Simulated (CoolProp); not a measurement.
Values from CoolProp's reference Helmholtz-energy equation of state, Platzer 1990. This equation is an older, rougher fit.

Question: For c-C4F8 (RC318), give the phase and the cp (kJ/(kg K)), cv (kJ/(kg K)), speed of sound (m/s), conductivity (mW/(m K)) at 141.55 °C and 0.174 MPa; 141.55 °C and 0.868 MPa.

Answer: 
- 141.55 °C and 0.174 MPa: gas; cp 0.950, cv 0.904, speed of sound 132, conductivity 20.2
- 141.55 °C and 0.868 MPa: gas; cp 0.977, cv 0.912, speed of sound 124, conductivity 20.8

Thermal conductivity comes from a separate model (Huber 2003), an estimate that may be off by 10 % or more.
